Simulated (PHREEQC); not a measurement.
Make-up at 20 °C: 38 mmol/kgw H2SO4, 40 mmol/kgw AlCl3 and 81 mmol/kgw MnSO4. Closed to the air; pH follows from the charge balance.

The numbers come from PHREEQC with the ion-association model, phreeqc.dat.

pH: 1.46
ionic strength: 0.321 mol/kgw
activity of water: 0.994
density: 1.016 g/cm³
total alkalinity: -76.0 meq/kg

```csv
species,molality,activity,log γ
Cl-,0.113,0.0769,-0.166
Mn+2,0.0556,0.0160,-0.542
H+,0.0444,0.0347,-0.107
HSO4-,0.0314,0.0231,-0.134
SO4-2,0.0308,0.00760,-0.607
AlSO4+,0.0262,0.0183,-0.156
MnSO4,0.0182,0.0196,0.032
```

No solid was allowed to form.
